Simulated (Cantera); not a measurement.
A closed system holds: 1 mol Ta2O5, 2 mol CH4, 0.9 mol H2, equilibrated at 0.00730 bar.

Method: chemical equilibrium by Gibbs-energy minimisation in Cantera with the NASA 1993 tables (ideal gas, pure condensed phases). Candidate condensed phases: C, C6H6, C7H8, C8H18, H2O, Ta, TaC, Ta2O5; 113 gas species. Mutual solubility and eutectic melting of coexisting phases are not modelled. Condensed phases not in the tables: Ta2C, N, O or C dissolved in the metal. Kinetics and transport are ignored.

Q: At 2225 K, list the 4 most abundant gas species with their mole fractions, and the condensed phases.

A: H2 0.652, CO 0.279, H 0.0612, TaO2 0.00384. Condensed: Ta(s) + Ta2O5(l).
